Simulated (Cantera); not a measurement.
A Cantera script and what it prints.

```python
import numpy as np
import cantera as ct

gas_names = """
    B BH BH2 BH3 BO BO2 B2 B2O B2O2 B2O3 B3O3H3 H HBO HBO2 HO2 H2 H2O H2O2 H3B3O6 O OH O2 O3
""".split()
cond_names = """
    B(b) B(L) B2O3(L) B3O3H3(cr) H2O(s) H2O(L)
""".split()


# ... load() reads the species with a 1 bar reference pressure and builds the phases ...
atoms = {
    'B2O3': {'B': 2, 'O': 3},
    'H2': {'H': 2},
}
top_T = {}  # K; cautious upper limits of use, not melting points


# ... equilibrate(T, P, feed) seeds the gas with the atoms and calls Mixture.equilibrate('TP', solver="vcs", rtol=1e-11, max_steps=5000) ...
results = []
feed = {'B2O3': 1, 'H2': 3}  # mol
P = 13000  # Pa
for T in [1648, 1698, 1748, 1798, 1848, 1898, 1948, 1998, 2048, 2098, 2148, 2198, 2248, 2298]:
    mix = equilibrate(T, P, feed)
    results.append((T, P, feed, dict(zip(mix.species_names, mix.species_moles))))
    x = sorted(zip(gas.X, gas.species_names), reverse=True)
    print(f"T = {T:g} K  P = {P:g} Pa  gas = {mix.phase_moles(0):.4g} mol")
    print("   x: " + "  ".join(f"{s} {v:.3e}" for v, s in x if v > 1e-05))
    print("   condensed (mol): " + ("  ".join(f"{mix.phase(i).name} {mix.phase_moles(i):.4g}"
          for i in range(1, mix.n_phases) if mix.phase_moles(i) > 1e-12) or "none"))
```

It prints:

```
T = 1648 K  P = 13000 Pa  gas = 3.033 mol
   x: H2 9.802e-01  HBO 8.379e-03  HBO2 7.125e-03  B2O3 2.588e-03  H2O 1.049e-03  B2O2 3.710e-04  H 2.445e-04  BO 4.459e-05  B3O3H3 1.858e-05
   condensed (mol): B2O3(L) 0.9674
T = 1698 K  P = 13000 Pa  gas = 3.059 mol
   x: H2 9.667e-01  HBO 1.290e-02  HBO2 1.180e-02  B2O3 5.831e-03  H2O 1.428e-03  B2O2 7.999e-04  H 3.943e-04  BO 1.055e-04  B3O3H3 1.836e-05
   condensed (mol): B2O3(L) 0.9417
T = 1748 K  P = 13000 Pa  gas = 3.105 mol
   x: H2 9.450e-01  HBO 1.918e-02  HBO2 1.893e-02  B2O3 1.251e-02  H2O 1.903e-03  B2O2 1.635e-03  H 6.160e-04  BO 2.363e-04  B3O3H3 1.767e-05
   condensed (mol): B2O3(L) 0.8965
T = 1798 K  P = 13000 Pa  gas = 3.186 mol
   x: H2 9.103e-01  HBO2 2.945e-02  HBO 2.751e-02  B2O3 2.564e-02  B2O2 3.173e-03  H2O 2.480e-03  H 9.317e-04  BO 5.028e-04  B3O3H3 1.637e-05
   condensed (mol): B2O3(L) 0.8166
T = 1848 K  P = 13000 Pa  gas = 3.33 mol
   x: H2 8.559e-01  B2O3 5.046e-02  HBO2 4.436e-02  HBO 3.790e-02  B2O2 5.848e-03  H2O 3.144e-03  H 1.360e-03  BO 1.019e-03  B3O3H3 1.432e-05
   condensed (mol): B2O3(L) 0.6738
T = 1898 K  P = 13000 Pa  gas = 3.596 mol
   x: H2 7.723e-01  B2O3 9.559e-02  HBO2 6.447e-02  HBO 4.969e-02  B2O2 1.023e-02  H2O 3.833e-03  BO 1.967e-03  H 1.905e-03  BO2 1.575e-05  B3O3H3 1.147e-05
   condensed (mol): B2O3(L) 0.4105
T = 1948 K  P = 13000 Pa  gas = 4.012 mol
   x: H2 6.693e-01  B2O3 1.590e-01  HBO2 8.573e-02  HBO 5.970e-02  B2O2 1.571e-02  H2O 4.436e-03  BO 3.490e-03  H 2.564e-03  BO2 3.592e-05
   condensed (mol): none
T = 1998 K  P = 13000 Pa  gas = 4.017 mol
   x: H2 6.646e-01  B2O3 1.555e-01  HBO2 8.820e-02  HBO 6.207e-02  B2O2 1.583e-02  H2O 5.210e-03  BO 4.925e-03  H 3.627e-03  BO2 5.784e-05
   condensed (mol): none
T = 2048 K  P = 13000 Pa  gas = 4.024 mol
   x: H2 6.595e-01  B2O3 1.518e-01  HBO2 9.056e-02  HBO 6.423e-02  B2O2 1.588e-02  BO 6.815e-03  H2O 6.078e-03  H 5.044e-03  BO2 9.100e-05
   condensed (mol): none
T = 2098 K  P = 13000 Pa  gas = 4.033 mol
   x: H2 6.539e-01  B2O3 1.480e-01  HBO2 9.281e-02  HBO 6.613e-02  B2O2 1.584e-02  BO 9.255e-03  H2O 7.050e-03  H 6.902e-03  BO2 1.401e-04
   condensed (mol): none
T = 2148 K  P = 13000 Pa  gas = 4.044 mol
   x: H2 6.477e-01  B2O3 1.440e-01  HBO2 9.494e-02  HBO 6.771e-02  B2O2 1.569e-02  BO 1.235e-02  H 9.303e-03  H2O 8.137e-03  BO2 2.115e-04  OH 1.505e-05
   condensed (mol): none
T = 2198 K  P = 13000 Pa  gas = 4.059 mol
   x: H2 6.407e-01  B2O3 1.398e-01  HBO2 9.695e-02  HBO 6.894e-02  BO 1.619e-02  B2O2 1.544e-02  H 1.236e-02  H2O 9.351e-03  BO2 3.133e-04  OH 2.510e-05
   condensed (mol): none
T = 2248 K  P = 13000 Pa  gas = 4.077 mol
   x: H2 6.328e-01  B2O3 1.353e-01  HBO2 9.882e-02  HBO 6.975e-02  BO 2.088e-02  H 1.621e-02  B2O2 1.506e-02  H2O 1.071e-02  BO2 4.563e-04  OH 4.108e-05
   condensed (mol): none
T = 2298 K  P = 13000 Pa  gas = 4.099 mol
   x: H2 6.239e-01  B2O3 1.305e-01  HBO2 1.005e-01  HBO 7.011e-02  BO 2.648e-02  H 2.098e-02  B2O2 1.457e-02  H2O 1.222e-02  BO2 6.537e-04  OH 6.605e-05
   condensed (mol): none
```

Equilibrium computed with Cantera from the NASA thermochemical tables; the gas is ideal and each condensed phase is pure. Gases not in the tables: H3BO3.
